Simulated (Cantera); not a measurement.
Feed: 1 mol SiH4, 0.2 mol O3, 0.87 mol CO2, equilibrated at 1275 K and 9.75 Torr.

Equilibrium computed with Cantera from the NASA thermochemical tables; the gas is ideal and each condensed phase is pure. Candidate condensed phases: C, C6H6, C7H8, C8H18, H2O, Si, SiC, SiO2; 123 gas species. The tables hold silica as quartz up to 1696 K and as liquid above; real silica turns to tridymite and cristobalite and melts near 1996 K. Equilibrium is a limit: real reactors are often held back by kinetics, nucleation or transport.

Base state: H2 0.855, CO 0.145, CH4 8.80e-5, H2O 1.88e-5 (mole fractions); condensed: C(graphite) + SiO2(β-quartz).

Q: What changes in the equilibrium state with this change: CO2 from 0.87 to 5.4 mol?

A: 
| species | before | after |
|---|---|---|
| CO2 | 1.92e-6 | 0.370 |
| CO | 0.145 | 0.360 |
| H2O | 1.88e-5 | 0.171 |
| H2 | 0.855 | 0.0997 |
| CH4 | 8.80e-5 | <1e-9 |
| C(graphite), mol | 0.530 | 0 |
| SiO2(β-quartz), mol | 1.000 | 1.00 |

Q: What changes in the equilibrium state with this change: temperature from 1275 K to 1498 K?

A: 
| species | before | after |
|---|---|---|
| H2 | 0.855 | 0.736 |
| CO | 0.145 | 0.257 |
| SiO | 2.73e-6 | 0.00611 |
| H | 5.98e-6 | 0.000129 |
| CH4 | 8.80e-5 | 5.23e-6 |
| H2O | 1.88e-5 | 1.50e-5 |
| C(graphite), mol | 0.530 | 0 |
| SiO2(β-quartz), mol | 1.000 | 0.812 |
| SiC(s), mol | 0 | 0.171 |
Mutual solubility and eutectic melting of coexisting phases are not modelled.
